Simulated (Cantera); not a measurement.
A perfectly stirred reactor is fed with CH4 : CO : O2 : N2 : H2O = 1 : 0.16 : 2.74 : 17.2 : 5 (molar parts), at 1.00 bar; it is adiabatic with a 500 K inlet, and is followed from long to short residence time, starting on the burning branch (τ in s: 0.19, 0.068, 0.024, 0.0084, 0.003, 0.001, 0.00037, 0.00013, 4.6e-05, 1.6e-05).

Detailed kinetics in Cantera: GRI-Mech 3.0 (53 species, 325 reactions).

Q: What does this change do: O2 2.74 to 1.9 parts?

A: 
| quantity | before | after |
|---|---|---|
| blow-out, bracketed by the residence times tried | burning at 8.40 ms, out at 3.00 ms | burning at 0.190 s, out at 68.0 ms |
| x(CH4) at τ = 0.190 s | 2.88e-5 | 0.00209 |
| x(CO) at τ = 0.190 s | 0.000317 | 0.0117 |
| x(O2) at τ = 0.190 s | 0.0256 | 0.00765 |
| x(H2) at τ = 0.190 s | 0.000137 | 0.00703 |
| x(CO2) at τ = 0.190 s | 0.0442 | 0.0310 |
| x(CH4) at τ = 1.00 ms | 0.0383 | 0.0396 |
| x(CO) at τ = 1.00 ms | 0.00613 | 0.00633 |
| x(O2) at τ = 1.00 ms | 0.105 | 0.0752 |
| x(H2) at τ = 1.00 ms | <1e-12 | <1e-12 |
| x(CO2) at τ = 1.00 ms | <1e-12 | <1e-12 |
